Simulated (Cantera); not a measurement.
Cantera run, input and output.

```python
import numpy as np
import cantera as ct

gas = ct.Solution("gri30.yaml")


def delay(T, t_max=10):
    gas.TPX = T, 1000000, {'CH4': 1, 'CO': 0.19, 'O2': 4.11, 'N2': 15.4}
    reactor = ct.IdealGasConstPressureReactor(gas, clone=False)
    net = ct.ReactorNet([reactor])
    net.rtol, net.atol = 1e-8, 1e-16
    while net.time < t_max:
        t_old, T_old = net.time, reactor.T
        net.step()
        if reactor.T > T + 400:  # ignition: a rise of 400 K
            return t_old + (T + 400 - T_old) / (reactor.T - T_old) * (net.time - t_old)
    return np.nan


taus = []
for T in [1300, 1350, 1400, 1450, 1500, 1550, 1600]:
    taus.append(delay(T))
    print(f"T0 = {T:6g} K   tau = {taus[-1]:.4e} s")
```

Result:

```
T0 =   1300 K   tau = 1.1653e-03 s
T0 =   1350 K   tau = 6.6498e-04 s
T0 =   1400 K   tau = 3.9179e-04 s
T0 =   1450 K   tau = 2.3776e-04 s
T0 =   1500 K   tau = 1.4838e-04 s
T0 =   1550 K   tau = 9.5129e-05 s
T0 =   1600 K   tau = 6.2594e-05 s
```

Computed with Cantera and GRI-Mech 3.0 (53 species, 325 reactions).
